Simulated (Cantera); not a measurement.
A freely propagating, adiabatic, planar premixed flame of H2 : O2 : N2 = 1 : 0.238 : 0.895 (molar parts), equivalence ratio 2.1, unburnt at 700 K and 1.00 bar; mixture-averaged transport, grid criteria slope 0.08 and curve 0.16, no radiation.

Computed with Cantera and the H2/O2 subset of GRI-Mech 3.0, which has no nitrogen chemistry. Burning velocities carry a grid error of a few per cent, more on coarse grids.

**Question.** How do the results move with these cheaper or finer settings: unity-Lewis-number transport; multicomponent transport; multicomponent+Soret transport; grid criteria slope 0.5, curve 1; grid criteria slope 0.25, curve 0.5; grid criteria slope 0.03, curve 0.06?

**Answer.** 
```csv
setting,laminar burning velocity,thermal thickness,peak x(OH),peak x(HO2),grid points
as above,1180 cm/s,0.486 mm,0.00558,0.000186,144
unity-Lewis-number transport,728 cm/s,0.419 mm,0.00553,0.000161,136
multicomponent transport,1150 cm/s,0.488 mm,0.00557,0.000186,144
multicomponent+Soret transport,1120 cm/s,0.481 mm,0.00556,0.000187,144
"grid criteria slope 0.5, curve 1",1620 cm/s,0.795 mm,0.00614,0.000177,51
"grid criteria slope 0.25, curve 0.5",1260 cm/s,0.563 mm,0.00591,0.000182,75
"grid criteria slope 0.03, curve 0.06",1160 cm/s,0.468 mm,0.00546,0.000187,307
```
Unity Lewis numbers drop preferential diffusion, which matters most where H2 and H carry the flame; Soret adds thermal diffusion.
